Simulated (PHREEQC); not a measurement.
Acid mine or pickling water: an equilibrium model

Model water analysis in mg/L, 20 °C, pH 2.54, pe 11.1: Na 174; K 28.7; Ca 158; Mg 30.1; Cl 134; S(6) as SO4 1020; Br 2.34; Sr 0.388.

Valence states are taken as typed.

Model: ion-association model, wateq4f.dat, run in PHREEQC.

The ionic strength is 0.0310 mol/kgw and the total alkalinity comes out as -4.53 meq/kg. The charge-balance error comes out as -4.7 %.

```json
[
 {"species": "SO4-2", "molality": "0.00771", "activity": "0.00407", "log γ": "-0.278"},
 {"species": "Na+", "molality": "0.00743", "activity": "0.00633", "log γ": "-0.070"},
 {"species": "Cl-", "molality": "0.00379", "activity": "0.00319", "log γ": "-0.074"},
 {"species": "H+", "molality": "0.00330", "activity": "0.00288", "log γ": "-0.059"},
 {"species": "Ca+2", "molality": "0.00278", "activity": "0.00149", "log γ": "-0.271"},
 {"species": "HSO4-", "molality": "0.00121", "activity": "0.00103", "log γ": "-0.071"},
 {"species": "CaSO4", "molality": "0.00114", "activity": "0.00115", "log γ": "0.003"},
 {"species": "Mg+2", "molality": "0.000854", "activity": "0.000465", "log γ": "-0.264"},
 {"species": "K+", "molality": "0.000717", "activity": "0.000605", "log γ": "-0.074"},
 {"species": "MgSO4", "molality": "0.000386", "activity": "0.000389", "log γ": "0.003"},
 {"species": "NaSO4-", "molality": "0.000146", "activity": "0.000125", "log γ": "-0.068"},
 {"species": "Br-", "molality": "2.93e-5", "activity": "2.49e-5", "log γ": "-0.071"},
 {"species": "CaHSO4+", "molality": "2.16e-5", "activity": "1.83e-5", "log γ": "-0.071"},
 {"species": "KSO4-", "molality": "1.85e-5", "activity": "1.58e-5", "log γ": "-0.068"}
]
```

This is a speciation only: nothing precipitates in the calculation.
